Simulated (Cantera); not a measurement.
Cantera run:

```python
import numpy as np
import cantera as ct

gas_names = """
    C CO CO2 C2 C2O C3 C3O2 C4 C5 Cu CuO Cu2 O O2 O3
""".split()
cond_names = """
    C(gr) Cu(cr) Cu(L) CuO(s) Cu2O(s) Cu2O(L)
""".split()


def load(file, names, dense=False):
    # The tables refer to 1 bar. Condensed volumes are neglected.
    table = {s.name: s for s in ct.Species.list_from_file(file)}
    out = []
    for n in names:
        d = dict(table[n].input_data)
        d["thermo"] = dict(d["thermo"], **{"reference-pressure": 1e5})
        if dense:
            d["equation-of-state"] = {"model": "constant-volume", "density": "1e6 g/cm^3"}
        out.append(ct.Species.from_dict(d))
    return out


gas = ct.Solution(thermo="ideal-gas", species=load("nasa_gas.yaml", gas_names))
cond = {s.name: ct.Solution(thermo="fixed-stoichiometry", species=[s], name=s.name)
        for s in load("nasa_condensed.yaml", cond_names, dense=True)}
atoms = {
    'Cu': {'Cu': 1},
    'O2': {'O': 2},
    'CO': {'C': 1, 'O': 1},
}
top_T = {'C(gr)': 4500, 'CuO(s)': 1390}  # K; cautious upper limits of use, not melting points


def equilibrate(T, P, feed):
    n = {}
    for name, mol in feed.items():
        for a, k in atoms[name].items():
            n[a] = n.get(a, 0.0) + k * mol
    gas.TPX = T, P, n
    mass = sum(n.values()) * gas.mean_molecular_weight
    gas.equilibrate("TP")
    valid = [c for c in cond.values() if c.min_temp <= T <= top_T.get(c.name, c.max_temp)]
    mix = ct.Mixture([(gas, mass / gas.mean_molecular_weight)] + [(c, 0.0) for c in valid])
    mix.T, mix.P = T, P
    mix.equilibrate("TP", solver="vcs", rtol=1e-11, max_steps=5000)
    return mix


results = []
feed = {'Cu': 1, 'O2': 0.0028, 'CO': 79}  # mol
P = 400  # Pa
for T in [748, 848, 948, 1048, 1148, 1248, 1348, 1448, 1548, 1648, 1748, 1848, 1948]:
    mix = equilibrate(T, P, feed)
    results.append((T, P, feed, dict(zip(mix.species_names, mix.species_moles))))

top = {s: max(r[3][s] / sum(r[3][g] for g in gas_names) for r in results) for s in gas_names}
cols = sorted((s for s in top if top[s] > 0.0001), key=lambda s: -top[s])[:6]
seen = [c for c in cond_names if any(r[3].get(c, 0) > 1e-12 for r in results)]
print("log10 of partial pressures in bar; condensed amounts in mol")
print(f"{'T/K':>10s}" + "".join(f"{s[:9]:>10s}" for s in cols + seen))
for T, P, feed, n in results:
    ng = sum(n[g] for g in gas_names)
    print(f"{T:10.4g}" + "".join(f"{np.log10(max(n[s] / ng * P / 1e5, 1e-99)):10.3f}" for s in cols)
          + "".join(f"{n.get(c, 0):10.4g}" for c in seen))
```

It prints:

```
log10 of partial pressures in bar; condensed amounts in mol
       T/K        CO       CO2        Cu     C(gr)    Cu(cr)     Cu(L)
       748    -2.726    -2.674   -16.693     27.36         1         0
       848    -2.433    -3.508   -13.934     5.686         1         0
       948    -2.401    -4.558   -11.763    0.5366         1         0
      1048    -2.398    -5.451   -10.009   0.06433         1         0
      1148    -2.398    -6.187    -8.565  0.007251    0.9999         0
      1248    -2.398    -6.547    -7.356         0    0.9991         0
      1348    -2.398    -6.547    -6.329         0    0.9907         0
      1448    -2.398    -6.548    -5.479         0         0    0.9344
      1548    -2.400    -6.549    -4.745         0         0    0.6428
      1648    -2.403    -6.553    -4.302         0         0         0
      1748    -2.403    -6.553    -4.301         0         0         0
      1848    -2.403    -6.553    -4.301         0         0         0
      1948    -2.403    -6.553    -4.301         0         0         0
```

Equilibrium computed with Cantera from the NASA thermochemical tables; the gas is ideal and each condensed phase is pure.
